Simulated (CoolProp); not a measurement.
Ethanol at 340.35 K and 0.0232 MPa flows at 0.73 m/s in a round tube of 6 mm bore and 45 µm roughness, fully developed (64/Re and Nu = 3.66 if laminar; Colebrook and Gnielinski if turbulent). Each further row changes one setting.

Computed with CoolProp (reference Helmholtz-energy equation of state, Schroeder 2014).

```
case               Reynolds number  Darcy friction factor  pressure drop (Pa/m)  heat-transfer coefficient (W/(m² K))  mass flow (kg/h)
-----------------  ---------------  ---------------------  --------------------  ------------------------------------  ----------------
as stated                      166                      ?                  6.53                                  11.8                 ?
velocity 1.46 m/s              332                  0.193                     ?                                  11.8                 ?
diameter 12 mm                 332                  0.193                  1.63                                  5.91             0.113
```

Question: What belongs in the gaps?

Answer: 
- as stated, Darcy friction factor: 0.386
- as stated, mass flow (kg/h): 0.0283
- velocity 1.46 m/s, pressure drop (Pa/m): 13.1
- velocity 1.46 m/s, mass flow (kg/h): 0.0566

Viscosity comes from a separate model (Kiselev 2005). Thermal conductivity comes from a separate model (Assael 2013).
